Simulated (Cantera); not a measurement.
Input: 1 mol B, 22 mol H2, 0.27 mol N2, at 0.133 bar.

Equilibrium computed with Cantera from the NASA thermochemical tables; the gas is ideal and each condensed phase is pure. Candidate condensed phases: B, BN; 15 gas species. Mutual solubility and eutectic melting of coexisting phases are not modelled. Gases not in the tables: B2H6 and higher boranes. Equilibrium is a limit: real reactors are often held back by kinetics, nucleation or transport.

Q: Which condensed phases are stable at each of these points (T (°C)): 1375, 1425, 1475, 1525, 1575, 1625, 1675, 1725, 1775, 1825, 1875, 1925, 1975?

A: 
```csv
T (°C),condensed phases,B condensed (%)
1375,B(s) + BN(s),99.9
1425,B(s) + BN(s),99.9
1475,B(s) + BN(s),99.8
1525,B(s) + BN(s),99.7
1575,B(s) + BN(s),99.6
1625,B(s) + BN(s),99.4
1675,B(s) + BN(s),99.2
1725,B(s) + BN(s),99.0
1775,B(s) + BN(s),98.6
1825,B(s) + BN(s),98.2
1875,B(s) + BN(s),97.7
1925,B(s),97.0
1975,B(s),96.2
```

From 1375 °C to 1875 °C the condensed part is B(s) + BN(s). From 1925 °C to 1975 °C the condensed part is B(s).
